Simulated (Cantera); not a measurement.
A closed system holds: 1 mol S, 0.7 mol H₂, held at 3100 K and 1 atm.

Equilibrium computed with Cantera from the NASA thermochemical tables; the gas is ideal and each condensed phase is pure. Candidate condensed phases: S; 7 gas species. Equilibrium is a limit: real reactors are often held back by kinetics, nucleation or transport.

Base state: H₂ 0.375, S₂ 0.224, S 0.158, H 0.129, SH 0.0989, H₂S 0.0153 (mole fractions); condensed: gas only.

Q: What changes in the equilibrium state with this change: H₂ from 0.7 to 0.045 mol?

A: 
```
species  before    after
-------  ------  -------
S₂        0.224    0.626
S         0.158    0.264
SH       0.0989   0.0452
H₂        0.375   0.0281
H₂S      0.0153  0.00192
H         0.129   0.0354
```

Q: What changes in the equilibrium state with this change: temperature from 3100 K to 1373 K?

A: 
| species | before | after |
|---|---|---|
| H₂S | 0.0153 | 0.588 |
| S₂ | 0.224 | 0.244 |
| H₂ | 0.375 | 0.166 |
| S | 0.158 | 4.00e-6 |
| H | 0.129 | 1.35e-6 |
| SH | 0.0989 | 0.00188 |
